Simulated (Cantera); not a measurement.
A closed system holds: 1 mol SiH4, 0.46 mol N2O, 5.7 mol N2, at 1825 K and 10000 Pa.

Method: chemical equilibrium by Gibbs-energy minimisation in Cantera with the NASA 1993 tables (ideal gas, pure condensed phases). Candidate condensed phases: H2O, Si, SiO2, Si2N2O, Si3N4; 35 gas species. Mutual solubility and eutectic melting of coexisting phases are not modelled. Rates play no part.

Q: What is the equilibrium state?

A: 
| Quantity | Value |
|---|---|
| x(N2) | 0.736 |
| x(H2) | 0.260 |
| x(SiO) | 0.00273 |
| x(H) | 0.000710 |
| x(Si) | 1.44e-5 |
| x(SiH2) | 2.94e-6 |
| x(SiH) | 2.47e-6 |
| x(SiN) | 1.61e-6 |
| n(Si2N2O(s)) | 0.439 mol |
| n(Si3N4(s)) | 0.0336 mol |
| gas amount | 7.678 mol |
| log10 activity of Si(l) (absent) | -0.50 |
